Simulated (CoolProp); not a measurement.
Sulfur dioxide along the isobar 15700 kPa: density (kg/m³) from the reference equation and from simpler models built on Tc = 430.6 K, pc = 7887 kPa, ω = 0.256; each cubic takes its own stable root.

Values from CoolProp's reference Helmholtz-energy equation of state, Gao 2016.

```tsv
T (K)	phase	reference	van der Waals	Redlich-Kwong	Soave-Redlich-Kwong	Peng-Robinson
333.4	liquid	1304	814.5	1134	1172	1322
337.3	liquid	1293	809.3	1124	1161	1310
341.3	liquid	1282	803.9	1113	1150	1297
345.2	liquid	1271	798.5	1102	1139	1285
349.1	liquid	1259	793.1	1091	1127	1272
353.1	liquid	1247	787.4	1080	1115	1258
357	liquid	1236	781.9	1068	1103	1245
360.9	liquid	1224	776.2	1057	1091	1231
364.9	liquid	1211	770.3	1045	1078	1216
368.8	liquid	1199	764.5	1033	1066	1201
372.8	liquid	1186	758.4	1020	1052	1186
376.7	liquid	1173	752.4	1008	1039	1170
380.6	liquid	1159	746.2	995.4	1025	1154
384.6	liquid	1146	739.9	982.2	1010	1137
```
